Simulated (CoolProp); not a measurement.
Properties of toluene along the isotherm 346.85 °C.

The numbers come from the reference Helmholtz-energy equation of state, Lemmon 2006 in CoolProp. It is a short technical equation, of lower accuracy than the large ones.

| p (MPa) | phase | cp (kJ/(kg K)) | speed of sound (m/s) | isothermal compressibility (1/MPa) | conductivity (mW/(m K)) |
|---|---|---|---|---|---|
| 1.38 | gas | 2.273 | 216.7 | 0.8223 | 44.0 |
| 2.75 | gas | 2.460 | 187.6 | 0.5001 | 45.8 |
| 4.13 | supercritical | 3.005 | 152.0 | 0.4729 | 52.0 |
| 5.5 | supercritical | 6.061 | 115.6 | 0.7072 | 74.4 |
| 6.88 | supercritical | 3.584 | 190.8 | 0.1057 | 77.4 |
| 8.25 | supercritical | 3.149 | 249.8 | 0.04966 | 79.1 |
| 9.63 | supercritical | 2.981 | 294.3 | 0.03222 | 80.7 |
| 11 | supercritical | 2.889 | 330.6 | 0.02389 | 82.1 |
| 12.4 | supercritical | 2.828 | 362.6 | 0.01891 | 83.3 |
| 13.8 | supercritical | 2.784 | 391.0 | 0.01565 | 84.4 |
| 15.1 | supercritical | 2.753 | 415.0 | 0.01350 | 85.4 |
| 16.5 | supercritical | 2.727 | 438.8 | 0.01176 | 86.3 |
| 17.9 | supercritical | 2.705 | 460.8 | 0.01042 | 87.2 |
| 19.3 | supercritical | 2.688 | 481.5 | 0.009358 | 88.1 |
| 20.6 | supercritical | 2.673 | 499.5 | 0.008550 | 88.9 |

The peak of cp marks the crossing from liquid-like to gas-like fluid above the critical point.

Thermal conductivity comes from a separate model (Assael 2012).
